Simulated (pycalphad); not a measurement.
CALPHAD calculation (pycalphad, COST 507 light-alloy database (1999)), 1 atm. The data set is of 1999 and partly superseded. Amounts are mole fractions of atoms.

Task: Give the equilibrium state of Ti-3.08Si (at.%) at 1047 °C.

Result: BCC_A2, fraction 0.973, with 2.5 Si at.%; SITI3, fraction 0.027, with 25.0 Si at.%.

Task: Give the equilibrium state of Ti-3.08Si (at.%) at 1567 °C.

Result: BCC_A2, fraction 0.525, with 0.75 Si at.%; LIQUID, fraction 0.475, with 5.7 Si at.%.

Database names, with the compositions (at.%) that they take in these runs: SITI3: Ti 75 Si 25. BCC_A2 is bcc.
